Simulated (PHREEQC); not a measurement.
Make-up at 25 °C: 0.031 mol LiBr per kg of water. Closed to the air; pH follows from the charge balance.

Computed with PHREEQC (Pitzer model, pitzer.dat).

This is a speciation only: nothing precipitates in the calculation.

Problem. What specific conductance does the model give?

Solution. specific conductance 3160 µS/cm.

Species that the database lacks are ignored.
